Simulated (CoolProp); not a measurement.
Model: reference Helmholtz-energy equation of state, Span 2003, in CoolProp. It is a short technical equation, of lower accuracy than the large ones.

### Question
Give the vapour pressure (kPa), vapour density (kg/m³), enthalpy of vaporisation (kJ/kg), liquid conductivity (mW/(m K)) of saturated n-heptane at 372.4, 442.5, 470.6 K.

### Answer
```json
[
 {"T (K)": "372.4", "p (kPa)": "104", "vapour density (kg/m³)": "3.56", "enthalpy of vaporisation (kJ/kg)": "316", "liquid conductivity (mW/(m K))": "101"},
 {"T (K)": "442.5", "p (kPa)": "558", "vapour density (kg/m³)": "18.4", "enthalpy of vaporisation (kJ/kg)": "256", "liquid conductivity (mW/(m K))": "83.6"},
 {"T (K)": "470.6", "p (kPa)": "938", "vapour density (kg/m³)": "32.1", "enthalpy of vaporisation (kJ/kg)": "224", "liquid conductivity (mW/(m K))": "77.1"}
]
```

Thermal conductivity comes from a separate model (Assael 2013).
